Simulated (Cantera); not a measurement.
An isothermal, constant-pressure homogeneous reactor starts with NO : N2 = 1 : 0.68 (molar parts), at 1448 K and 0.0133 bar. Integrator tolerance rtol = 1e-08.

Computed with Cantera and GRI-Mech 3.0 (53 species, 325 reactions). Radical loss at walls, strong at low pressure, is not modelled.

Question: What does this change do: pressure from 0.0133 bar to 1.01 bar?

Answer: 
```json
[
 {"quantity": "x(NO) at 80.0 s", "before": "0.592 (gas-phase equilibrium 0.00106)", "after": "0.411 (gas-phase equilibrium 0.00106)"},
 {"quantity": "x(NO2) at 80.0 s", "before": "4.46e-5 (gas-phase equilibrium 9.16e-7)", "after": "0.00172 (gas-phase equilibrium 7.99e-6)"},
 {"quantity": "x(O) at 80.0 s", "before": "1.58e-6 (gas-phase equilibrium 9.27e-6)", "after": "5.97e-7 (gas-phase equilibrium 1.06e-6)"},
 {"quantity": "x(O2) at 80.0 s", "before": "0.00167 (gas-phase equilibrium 0.297)", "after": "0.0905 (gas-phase equilibrium 0.297)"},
 {"quantity": "x(N2) at 80.0 s", "before": "0.406 (gas-phase equilibrium 0.702)", "after": "0.496 (gas-phase equilibrium 0.702)"},
 {"quantity": "x(N2O) at 80.0 s", "before": "0.000104 (gas-phase equilibrium 7.21e-9)", "after": "5.40e-5 (gas-phase equilibrium 6.29e-8)"}
]
```
